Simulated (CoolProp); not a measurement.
Properties of R245ca along the isobar 5.88 MPa (Tc = 174.4 °C, pc = 3.941 MPa, ω = 0.355).

The numbers come from the reference Helmholtz-energy equation of state, Zhou 2016 in CoolProp.

```tsv
T (°C)	phase	density (kg/m³)	expansivity (1/kK)	fugacity coefficient
68.85	liquid	(withheld)	2.054	0.07948
76.05	liquid	1273	2.139	0.09494
83.25	liquid	1253	2.235	0.1123
90.45	liquid	1232	2.344	0.1315
97.65	liquid	1211	2.469	0.1526
104.85	liquid	1189	2.613	0.1757
112.05	liquid	1166	2.781	0.2006
119.25	liquid	1142	2.981	0.2273
126.45	liquid	1117	3.221	0.2559
133.65	liquid	1090	3.516	0.2860
140.85	liquid	1062	3.886	0.3177
148.05	liquid	1031	4.365	0.3506
155.25	liquid	996.7	5.006	0.3848
162.45	liquid	(withheld)	5.904	0.4198
169.65	liquid	(withheld)	7.232	0.4553
176.85	supercritical	862.1	9.333	0.4910
```

Q: What belongs in the gaps?

A: 
- 68.85, density (kg/m³): 1292
- 162.45, density (kg/m³): 958.5
- 169.65, density (kg/m³): 914.5
